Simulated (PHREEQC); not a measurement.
A solution holds 0.00033 mol CaSO4, 0.016 mol CO2 and 3.3e-05 mol H4SiO4 per kg of water, at 30 °C. Closed to the air; pH follows from the charge balance.

Computed with PHREEQC (ion-association model, phreeqc.dat).

```csv
quantity,before,after
pH,4.07,3.34
ionic strength (mol/kgw),0.00135,0.00193
SO4-2 (mol/kgw),0.000314,0.000527
HSO4- (mol/kgw),2.58e-6,2.25e-5
```

**Question.** What was changed between the two runs?
A) H4SiO4 replaced by Na2SiO3 at the same molality
B) H4SiO4 left out
C) 0.00024 mol/kgw H2SO4 added
D) CO2 left out
E) CaSO4 replaced by Fe2(SO4)3 at the same molality

**Answer.** C, 0.00024 mol/kgw H2SO4 added

This is a speciation only: nothing precipitates in the calculation.
